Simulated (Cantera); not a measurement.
A closed system holds: 1 mol Si, 1.3 mol Cl2, 0.56 mol H2, held at 1148 K and 1 atm.

These are equilibrium values from Cantera (NASA tables, ideal gas, pure condensed phases), not measurements of a reactor. Candidate condensed phases: Si; 19 gas species. The tables' values for SiCl3 are old estimates; treat these amounts as uncertain. Equilibrium is a limit: real reactors are often held back by kinetics, nucleation or transport.

Base state: SiCl4 0.440, H2 0.396, SiHCl3 0.107, HCl 0.0327, SiCl3 0.0154, SiCl2 0.00591, SiH2Cl2 0.00326, SiH3Cl 2.67e-5 (mole fractions); condensed: Si(s).

Question: What changes in the equilibrium state with this change: temperature from 1148 K to 900 K?

Answer: 
```
species      before     after
----------  -------  --------
SiCl4         0.440     0.459
H2            0.396     0.411
SiHCl3        0.107     0.122
HCl          0.0327   0.00440
SiCl3        0.0154  0.000785
SiCl2       0.00591   6.40e-5
SiH3Cl      2.67e-5   1.88e-5
Si(s), mol    0.318     0.313
```
